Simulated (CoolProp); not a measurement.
A single-stage vapour-compression cycle with the fluid: evaporating at 309.15 K (dew point), condensing at 367.15 K (bubble point), superheat 8 K, subcooling 8 K, compressor efficiency 0.8, no pressure losses. The same conditions are run with several fluids, on thermodynamics alone (safety and materials aside).

Values from CoolProp's reference Helmholtz-energy equation of state of each fluid (cyclopentane: Gedanitz 2015; R21: Platzer 1990; R11: Jacobsen 1992; R142b: Lemmon 2006; c-C4F8 (RC318): Platzer 1990; vinyl chloride: Thol 2022). The equations of Platzer and Polt are older, rougher fits.

**Question.** Rank cyclopentane, R21, R11, R142b, c-C4F8 (RC318), vinyl chloride by cooling COP, highest first.

**Answer.** cyclopentane (3.69), R11 (3.63), R21 (3.59), vinyl chloride (3.47), R142b (3.24), c-C4F8 (RC318) (2.43)

```json
[
 {"fluid": "cyclopentane", "pressure ratio": "5.62", "discharge temperature (K)": "381.0", "refrigerating effect (kJ/kg)": "309", "volumetric capacity (kJ/m³)": "540"},
 {"fluid": "R21", "pressure ratio": "4.48", "discharge temperature (K)": "404.7", "refrigerating effect (kJ/kg)": "174", "volumetric capacity (kJ/m³)": "1890"},
 {"fluid": "R11", "pressure ratio": "4.71", "discharge temperature (K)": "387.6", "refrigerating effect (kJ/kg)": "135", "volumetric capacity (kJ/m³)": "1130"},
 {"fluid": "R142b", "pressure ratio": "3.94", "discharge temperature (K)": "380.6", "refrigerating effect (kJ/kg)": "130", "volumetric capacity (kJ/m³)": "2590"},
 {"fluid": "c-C4F8 (RC318)", "pressure ratio": "4.14", "discharge temperature (K)": "367.2", "refrigerating effect (kJ/kg)": "44.8", "volumetric capacity (kJ/m³)": "1680"},
 {"fluid": "vinyl chloride", "pressure ratio": "3.80", "discharge temperature (K)": "404.7", "refrigerating effect (kJ/kg)": "238", "volumetric capacity (kJ/m³)": "3340"}
]
```

The compression ends wet for: c-C4F8 (RC318).
